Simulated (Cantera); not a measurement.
An isothermal, constant-pressure homogeneous reactor starts with 0.850 % CO, 0.227 % O2, 0.0267 % H2O, 98.9 % N2, equivalence ratio 1.9, at 1350 K and 0.133 bar.

Cantera simulation using GRI-Mech 3.0 (53 species, 325 reactions); the numbers are that mechanism's predictions, not measurements.

Question: Predict: x(CO) at 4.00 s; x(O2) at 4.00 s; x(H2O) at 4.00 s; x(O) at 4.00 s.

Answer: 
```
Property                                              Value
----------------  -----------------------------------------
x(CO) at 4.00 s     0.00388 (gas-phase equilibrium 0.00388)
x(O2) at 4.00 s    3.87e-6 (gas-phase equilibrium 1.74e-12)
x(H2O) at 4.00 s  0.000158 (gas-phase equilibrium 0.000188)
x(O) at 4.00 s     3.35e-6 (gas-phase equilibrium 1.54e-12)
```
